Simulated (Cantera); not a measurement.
A Cantera script and what it prints.

```python
import numpy as np
import cantera as ct

gas_names = """
    C CN CO CO2 C2 CCN CNC C2N2 C2O C3 C3O2 C4 C4N2 C5 N NCO NO NO2 NO3 N2 N2O O O2 O3 Si SiC SiC2 SiN
    SiO SiO2 Si2 Si2C Si2N Si3
""".split()
cond_names = """
    C(gr) Si(cr) Si(L) SiC(b) SiO2(Lqz) SiO2(hqz) SiO2(L) Si2N2O(s) Si3N4(a)
""".split()


# ... load() reads the species with a 1 bar reference pressure and builds the phases ...
atoms = {
    'SiC': {'Si': 1, 'C': 1},
    'N2O': {'N': 2, 'O': 1},
    'N2': {'N': 2},
}
top_T = {'C(gr)': 4500, 'SiC(b)': 3050, 'Si2N2O(s)': 2100, 'Si3N4(a)': 2400}  # K; cautious upper limits of use, not melting points


# ... equilibrate(T, P, feed) seeds the gas with the atoms and calls Mixture.equilibrate('TP', solver="vcs", rtol=1e-11, max_steps=5000) ...
results = []
feed = {'SiC': 1, 'N2O': 0.23, 'N2': 490}  # mol
P = 0.18  # Pa
for T in [1223, 1273, 1323, 1373, 1423, 1473, 1523, 1573, 1623, 1673, 1723]:
    mix = equilibrate(T, P, feed)
    results.append((T, P, feed, dict(zip(mix.species_names, mix.species_moles))))
    x = sorted(zip(gas.X, gas.species_names), reverse=True)
    print(f"T = {T:g} K  P = {P:g} Pa  gas = {mix.phase_moles(0):.4g} mol")
    print("   x: " + "  ".join(f"{s} {v:.3e}" for v, s in x if v > 1e-05))
    print("   condensed (mol): " + ("  ".join(f"{mix.phase(i).name} {mix.phase_moles(i):.4g}"
          for i in range(1, mix.n_phases) if mix.phase_moles(i) > 1e-12) or "none"))
```

It prints:

```
T = 1223 K  P = 0.18 Pa  gas = 490.4 mol
   x: N2 9.996e-01  CO 2.859e-04  SiO 8.054e-05
   condensed (mol): SiC(b) 0.8598  Si2N2O(s) 0.05032
T = 1273 K  P = 0.18 Pa  gas = 490.5 mol
   x: N2 9.995e-01  CO 2.350e-04  SiO 2.340e-04
   condensed (mol): SiC(b) 0.8847
T = 1323 K  P = 0.18 Pa  gas = 490.5 mol
   x: N2 9.995e-01  CO 2.373e-04  SiO 2.317e-04
   condensed (mol): SiC(b) 0.8836
T = 1373 K  P = 0.18 Pa  gas = 490.5 mol
   x: N2 9.995e-01  CO 2.476e-04  SiO 2.214e-04  Si 2.610e-05
   condensed (mol): SiC(b) 0.8786
T = 1423 K  P = 0.18 Pa  gas = 490.5 mol
   x: N2 9.994e-01  CO 2.834e-04  SiO 1.855e-04  Si 9.756e-05
   condensed (mol): SiC(b) 0.8609
T = 1473 K  P = 0.18 Pa  gas = 490.6 mol
   x: N2 9.993e-01  CO 3.633e-04  Si 2.567e-04  SiO 1.056e-04
   condensed (mol): SiC(b) 0.8216
T = 1523 K  P = 0.18 Pa  gas = 490.7 mol
   x: N2 9.991e-01  CO 4.428e-04  Si 4.155e-04  SiO 2.590e-05
   condensed (mol): SiC(b) 0.7823
T = 1573 K  P = 0.18 Pa  gas = 490.7 mol
   x: N2 9.991e-01  CO 4.657e-04  Si 4.616e-04
   condensed (mol): SiC(b) 0.7702
T = 1623 K  P = 0.18 Pa  gas = 490.9 mol
   x: N2 9.985e-01  Si 9.876e-04  CO 4.670e-04
   condensed (mol): C(gr) 0.2559  SiC(b) 0.508
T = 1673 K  P = 0.18 Pa  gas = 491.5 mol
   x: N2 9.975e-01  Si 2.005e-03  CO 4.669e-04  SiC2 1.313e-05
   condensed (mol): C(gr) 0.7531
T = 1723 K  P = 0.18 Pa  gas = 491.5 mol
   x: N2 9.975e-01  Si 2.008e-03  CO 4.675e-04  SiC2 1.829e-05
   condensed (mol): C(gr) 0.7476
```

Equilibrium computed with Cantera from the NASA thermochemical tables; the gas is ideal and each condensed phase is pure. Mutual solubility and eutectic melting of coexisting phases are not modelled.
